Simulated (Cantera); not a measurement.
## NO annealing gas

An isothermal, constant-pressure homogeneous reactor starts with NO : N2 = 1 : 0.15 (molar parts), at 1650 K and 1.10 bar.

Model: GRI-Mech 3.0 (53 species, 325 reactions), integrated in Cantera.

| t (s) | x NO | x N2O | x N2 | x O2 | x NO2 | x O |
|---|---|---|---|---|---|---|
| 0.000600 | 0.870 | 2.55e-5 | 0.130 | 1.27e-7 | 2.73e-5 | 3.74e-7 |
| 0.00147 | 0.869 | 5.85e-5 | 0.130 | 8.93e-7 | 7.01e-5 | 5.49e-7 |
| 0.00361 | 0.869 | 0.000123 | 0.130 | 8.36e-6 | 0.000181 | 9.71e-7 |
| 0.00886 | 0.869 | 0.000215 | 0.131 | 8.54e-5 | 0.000402 | 1.74e-6 |
| 0.0217 | 0.867 | 0.000277 | 0.131 | 0.000542 | 0.000572 | 2.29e-6 |
| 0.0533 | 0.865 | 0.000285 | 0.133 | 0.00191 | 0.000635 | 2.52e-6 |
| 0.131 | 0.858 | 0.000280 | 0.136 | 0.00526 | 0.000741 | 2.91e-6 |
| 0.321 | 0.841 | 0.000269 | 0.144 | 0.0133 | 0.000938 | 3.68e-6 |
| 0.788 | 0.804 | 0.000244 | 0.163 | 0.0320 | 0.00125 | 5.01e-6 |
| 1.93 | 0.723 | 0.000196 | 0.203 | 0.0717 | 0.00161 | 7.04e-6 |
| 4.74 | 0.580 | 0.000125 | 0.275 | 0.143 | 0.00179 | 9.65e-6 |
| 11.6 | 0.386 | 5.47e-5 | 0.372 | 0.241 | 0.00153 | 1.23e-5 |
| 28.5 | 0.205 | 1.54e-5 | 0.462 | 0.331 | 0.000955 | 1.44e-5 |
| 70.0 | 0.0882 | 2.95e-6 | 0.521 | 0.390 | 0.000445 | 1.55e-5 |
x: mole fraction; the columns are a selection and need not sum to one.

Equilibrium at this temperature and pressure: NO 0.00291, N2O 1.52e-7, N2 0.564, O2 0.433, NO2 1.55e-5, O 1.64e-5 (gas phase only).
